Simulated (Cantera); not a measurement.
A freely propagating, adiabatic, planar premixed flame of H₂ : O₂ : N₂ = 1 : 0.602 : 1.69 (molar parts), equivalence ratio 0.83, unburnt at 350 K and 0.133 bar; mixture-averaged transport, grid criteria slope 0.08 and curve 0.16, no radiation.

Computed with Cantera and the H2/O2 subset of GRI-Mech 3.0, which has no nitrogen chemistry. Burning velocities carry a grid error of a few per cent, more on coarse grids.

Problem. What does this change do: inlet temperature 350 to 548 K?

Solution. 
```tsv
quantity	before	after
laminar burning velocity	281 cm/s	565 cm/s
thermal thickness	4.92 mm	5.58 mm
peak x(H₂O₂)	3.54e-5	2.25e-6
peak x(O)	0.0192	0.0226
peak x(HO₂)	0.000149	7.56e-5
peak x(OH)	0.0226	0.0262
```
